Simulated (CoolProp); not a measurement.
Propylene along the isotherm 575 K: density (kg/m³) from the reference equation and from simpler models built on Tc = 364.2 K, pc = 4555 kPa, ω = 0.146; each cubic takes its own stable root.

Values from CoolProp's reference Helmholtz-energy equation of state, Lemmon 2013.

```
p (kPa)          phase  reference  van der Waals  Redlich-Kwong  Peng-Robinson
-------  -------------  ---------  -------------  -------------  -------------
621                gas      5.519          5.534          5.527          5.527
1240               gas      11.13          11.19          11.16          11.16
1860               gas      16.85          17.00          16.92          16.92
2480               gas      22.67          22.96          22.81          22.79
3110               gas      28.69          29.18          28.92          28.87
3730               gas      34.72          35.47          35.06          34.97
4350               gas      40.85          41.92          41.31          41.16
4970     supercritical      47.06          48.55          47.68          47.46
5590     supercritical      53.37          55.34          54.16          53.83
6210     supercritical      59.77          62.31          60.75          60.29
6830     supercritical      66.24          69.44          67.43          66.82
```
